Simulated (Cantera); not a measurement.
A closed system holds: 1 mol C2F6, 3.7 mol H2, 1.5 mol HCl, held at 10.0 mbar.

These are equilibrium values from Cantera (NASA tables, ideal gas, pure condensed phases), not measurements of a reactor. Candidate condensed phases: C, C6H6, C7H8, C8H18; 118 gas species. The feed counts by its element totals alone. Rates play no part.

What share of the C ends up in condensed phases as a function of T (°C), at 1027, 1227, 1427, 1627, 1827, 2027, 2227, 2427, 2627, 2827, 3027?


| T (°C) | C condensed (%) | as |
|---|---|---|
| 1027 | 100.0 | C(graphite) |
| 1227 | 100.0 | C(graphite) |
| 1427 | 100.0 | C(graphite) |
| 1627 | 100.0 | C(graphite) |
| 1827 | 99.9 | C(graphite) |
| 2027 | 99.7 | C(graphite) |
| 2227 | 99.1 | C(graphite) |
| 2427 | 96.8 | C(graphite) |
| 2627 | 77.9 | C(graphite) |
| 2827 | 0.0 | - |
| 3027 | 0.0 | - |
